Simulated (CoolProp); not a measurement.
Vapour-liquid equilibrium of propane (1) + R113 (2) at 68.65 °C; x and y are mole fractions of (1).

Computed with CoolProp (multi-fluid Helmholtz-energy mixture model, Lemmon 2009 and Marx 1992; pair parameters Bell 2016).

### Question
Give the bubble pressure and the first vapour's composition at x = 0.15, 0.35, 0.75. Is there an azeotrope?

### Answer
x = 0.15: 0.5244 MPa, y = 0.649; x = 0.35: 0.9601 MPa, y = 0.828; x = 0.75: 1.829 MPa, y = 0.945. No azeotrope shows between x = 0.05 and 0.95.

The pair parameters rest on a limited set of measurements; away from them the model extrapolates.
